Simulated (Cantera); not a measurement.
A counterflow diffusion flame at 750 Torr, nozzles 20 mm apart: fuel side 100 % CH4 at 450 K, oxidiser side 20.0 % O2, 80.0 % N2 at 325 K, fuel mass flux 0.61 times the oxidiser's; mixture-averaged transport, no radiation.

Cantera simulation using GRI-Mech 3.0 (53 species, 325 reactions); the numbers are that mechanism's predictions, not measurements. GRI-Mech 3.0 has no aromatics or soot, which form on the fuel side of real flames. The maximum strain rate includes the flame's own expansion and is several times the mean. A flux with no burning solution from the previous one only brackets extinction.

x: mole fraction; the columns are a selection and need not sum to one.

| oxidiser flux (kg/m²/s) | max strain (1/s) | mean strain (1/s) | T max (K) | peak x OH | peak x H | peak x NO | peak x CO | peak x C2H2 |
|---|---|---|---|---|---|---|---|---|
| 0.25 | 165 | 29.5 | 2016 | 0.00605 | 0.00325 | 0.000193 | 0.0436 | 0.0103 |
| 0.42 | [?] | 49.6 | 1993 | 0.00595 | 0.00344 | [?] | 0.0431 | [?] |
| 0.7 | 424 | 82.6 | 1971 | 0.00580 | 0.00363 | 0.000130 | 0.0433 | 0.00784 |
| 1.2 | [?] | 142 | 1936 | 0.00539 | 0.00367 | [?] | 0.0437 | [?] |
| 2 | 1070 | 236 | 1883 | 0.00461 | 0.00340 | 4.59e-5 | 0.0445 | 0.00450 |

Question: Complete the blanks.

Answer: 
- 0.42, max strain (1/s): 268
- 0.42, peak x NO: 0.000163
- 0.42, peak x C2H2: 0.00893
- 1.2, max strain (1/s): 683
- 1.2, peak x NO: 8.85e-5
- 1.2, peak x C2H2: 0.00637
